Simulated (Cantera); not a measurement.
An adiabatic, constant-volume homogeneous reactor starts with CH4 : H2 : O2 : N2 : H2O = 1 : 0.066 : 2.16 : 8.13 : 1.8 (molar parts), at 1325 K and 5.00 bar.

Detailed kinetics in Cantera: GRI-Mech 3.0 (53 species, 325 reactions).

One state of this run: T (K) = 2783; P (bar) = 10.7; x CH4 = <1e-12; x H2 = 0.0128; x O2 = 0.0170; x OH = 0.0154; x CH2O = 1.02e-9. x: mole fraction; the columns are a selection and need not sum to one.

Task: Which value of t (s) does it belong to?
A. 0.000851
B. 5.55e-5
C. 0.00211
D. 0.000343

Result: C, 0.00211
